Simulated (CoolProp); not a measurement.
Saturation properties of n-dodecane.

Values from CoolProp's reference Helmholtz-energy equation of state, Lemmon 2004. It is a short technical equation, of lower accuracy than the large ones.

```json
[
 {"T (K)": "368.9", "p (kPa)": "1.652", "enthalpy of vaporisation (kJ/kg)": "322.8", "liquid cp (kJ/(kg K))": "2.470", "liquid conductivity (mW/(m K))": "(withheld)"},
 {"T (K)": "384.3", "p (kPa)": "3.370", "enthalpy of vaporisation (kJ/kg)": "(withheld)", "liquid cp (kJ/(kg K))": "2.531", "liquid conductivity (mW/(m K))": "116"},
 {"T (K)": "399.7", "p (kPa)": "(withheld)", "enthalpy of vaporisation (kJ/kg)": "306.6", "liquid cp (kJ/(kg K))": "(withheld)", "liquid conductivity (mW/(m K))": "113"},
 {"T (K)": "415.1", "p (kPa)": "11.48", "enthalpy of vaporisation (kJ/kg)": "298.5", "liquid cp (kJ/(kg K))": "2.655", "liquid conductivity (mW/(m K))": "110"},
 {"T (K)": "430.5", "p (kPa)": "19.51", "enthalpy of vaporisation (kJ/kg)": "290.2", "liquid cp (kJ/(kg K))": "2.718", "liquid conductivity (mW/(m K))": "107"},
 {"T (K)": "446", "p (kPa)": "31.74", "enthalpy of vaporisation (kJ/kg)": "281.7", "liquid cp (kJ/(kg K))": "2.782", "liquid conductivity (mW/(m K))": "104"},
 {"T (K)": "461.4", "p (kPa)": "49.42", "enthalpy of vaporisation (kJ/kg)": "273.0", "liquid cp (kJ/(kg K))": "2.846", "liquid conductivity (mW/(m K))": "101"},
 {"T (K)": "476.8", "p (kPa)": "74.27", "enthalpy of vaporisation (kJ/kg)": "263.9", "liquid cp (kJ/(kg K))": "2.911", "liquid conductivity (mW/(m K))": "97.5"},
 {"T (K)": "492.2", "p (kPa)": "108.1", "enthalpy of vaporisation (kJ/kg)": "254.4", "liquid cp (kJ/(kg K))": "2.976", "liquid conductivity (mW/(m K))": "94.6"},
 {"T (K)": "507.6", "p (kPa)": "153.2", "enthalpy of vaporisation (kJ/kg)": "(withheld)", "liquid cp (kJ/(kg K))": "3.042", "liquid conductivity (mW/(m K))": "91.6"},
 {"T (K)": "523", "p (kPa)": "211.7", "enthalpy of vaporisation (kJ/kg)": "233.7", "liquid cp (kJ/(kg K))": "3.111", "liquid conductivity (mW/(m K))": "88.7"}
]
```

Some entries are withheld; supply them.


- 368.9, liquid conductivity (mW/(m K)): 119
- 384.3, enthalpy of vaporisation (kJ/kg): 314.7
- 399.7, p (kPa): 6.412
- 399.7, liquid cp (kJ/(kg K)): 2.593
- 507.6, enthalpy of vaporisation (kJ/kg): 244.4

It boils at 489.4 K under 1 atm.

Thermal conductivity comes from a separate model (Huber 2004).
